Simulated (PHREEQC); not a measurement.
Solution (65 °C): 0.0016 mol/kgw Cu(BF4)2 and 0.00081 mol/kgw Na2SO4. Closed to the air; pH follows from the charge balance.

All values are PHREEQC results (ion-association model, phreeqc.dat), not measurements.

### Question
The ionic strength comes out as 0.00733 mol/kgw. What activity coefficients do CuF+, BF3OH-, BF(OH)3-, Na+, SO4-2 get?

### Answer
CuF+ 0.91, BF3OH- 0.91, BF(OH)3- 0.91, Na+ 0.91, SO4-2 0.68.

This is a speciation only: nothing precipitates in the calculation. Complexes and solids missing from the database can't appear. Away from 25 °C the constants follow the database's enthalpies or fits; those with neither stay at their 25 °C values. Real BF4- forms and hydrolyses slowly; the run takes it at equilibrium.
